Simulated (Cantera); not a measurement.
## Gas-phase reforming

An isothermal, constant-pressure homogeneous reactor starts with CH₄ : CO₂ : H₂ = 1 : 3.3 : 0.054 (molar parts), at 1575 K and 13300 Pa.

Cantera simulation using GRI-Mech 3.0 (53 species, 325 reactions); the numbers are that mechanism's predictions, not measurements.

```csv
t (s),x CH₄,x CO₂,x H₂,x CO,x C₂H₂
3.00e-5,0.230,0.758,0.0124,1.04e-7,<1e-12
6.97e-5,0.230,0.758,0.0124,2.65e-7,<1e-12
0.000162,0.230,0.758,0.0124,7.23e-7,1.16e-11
0.000376,0.230,0.758,0.0124,2.24e-6,3.76e-10
0.000874,0.230,0.758,0.0125,8.29e-6,1.21e-8
0.00203,0.229,0.758,0.0126,3.54e-5,3.72e-7
0.00472,0.228,0.757,0.0131,0.000159,9.42e-6
0.0110,0.225,0.756,0.0156,0.000723,0.000182
0.0254,0.213,0.748,0.0255,0.00312,0.00215
0.0591,0.189,0.725,0.0475,0.0116,0.0111
0.137,0.151,0.675,0.0719,0.0373,0.0279
0.319,0.0993,0.579,0.0778,0.101,0.0487
0.741,0.0435,0.445,0.0620,0.204,0.0672
1.72,0.0139,0.343,0.0692,0.298,0.0622
4.00,0.00973,0.278,0.0965,0.379,0.0364
```
x: mole fraction; the columns are a selection and need not sum to one.

Equilibrium at this temperature and pressure: CH₄ 3.20e-10, CO₂ 0.190, H₂ 0.151, CO 0.486, C₂H₂ <1e-12 (gas phase only).
